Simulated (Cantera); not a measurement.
Mixture: CH4 : O2 : N2 : H2O = 1 : 2.86 : 10.7 : 0.39 (molar parts), equivalence ratio 0.70, at 0.987 atm, adiabatic and at constant pressure. Ignition delay is the time to a rise of 400 K.

Computed with Cantera and GRI-Mech 3.0 (53 species, 325 reactions).

### Question
What does this change do: 1.1 parts CO2 added?

### Answer
```csv
quantity,before,after
delay at 1150 K,83.2 ms,92.3 ms
delay at 1225 K,28.3 ms,31.5 ms
delay at 1300 K,10.4 ms,11.7 ms
delay at 1375 K,4.16 ms,4.64 ms
delay at 1450 K,1.80 ms,2.00 ms
delay at 1525 K,0.850 ms,0.939 ms
delay at 1600 K,0.439 ms,0.481 ms
apparent activation energy between 1450 and 1600 K,180 kJ/mol,180 kJ/mol
```
